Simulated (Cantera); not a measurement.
A freely propagating, adiabatic, planar premixed flame of CO : H₂ : O₂ : N₂ : H₂O = 1 : 0.38 : 0.531 : 2 : 0.13 (molar parts), equivalence ratio 1.3, unburnt at 650 K and 90.0 Torr; mixture-averaged transport, grid criteria slope 0.08 and curve 0.16, no radiation.

Cantera simulation using GRI-Mech 3.0 (53 species, 325 reactions); the numbers are that mechanism's predictions, not measurements. Burning velocities carry a grid error of a few per cent, more on coarse grids.

Problem. How do the results move with these cheaper or finer settings: unity-Lewis-number transport; multicomponent transport; multicomponent+Soret transport; grid criteria slope 0.5, curve 1; grid criteria slope 0.25, curve 0.5; grid criteria slope 0.03, curve 0.06?

Solution. 
| setting | laminar burning velocity | thermal thickness | peak x(H₂O₂) | peak x(H) | grid points |
|---|---|---|---|---|---|
| as above | 402 cm/s | 10.5 mm | 7.55e-7 | 0.0617 | 162 |
| unity-Lewis-number transport | 236 cm/s | 6.87 mm | 4.91e-7 | 0.0635 | 151 |
| multicomponent transport | 398 cm/s | 10.5 mm | 7.64e-7 | 0.0616 | 162 |
| multicomponent+Soret transport | 384 cm/s | 10.4 mm | 7.96e-7 | 0.0612 | 162 |
| grid criteria slope 0.5, curve 1 | 500 cm/s | 15.0 mm | 6.73e-7 | 0.0615 | 45 |
| grid criteria slope 0.25, curve 0.5 | 445 cm/s | 12.2 mm | 7.01e-7 | 0.0619 | 68 |
| grid criteria slope 0.03, curve 0.06 | 391 cm/s | 10.1 mm | 7.65e-7 | 0.0616 | 336 |
The base run took very roughly 15 core-seconds.
Unity Lewis numbers drop preferential diffusion, which matters most where H2 and H carry the flame; Soret adds thermal diffusion.
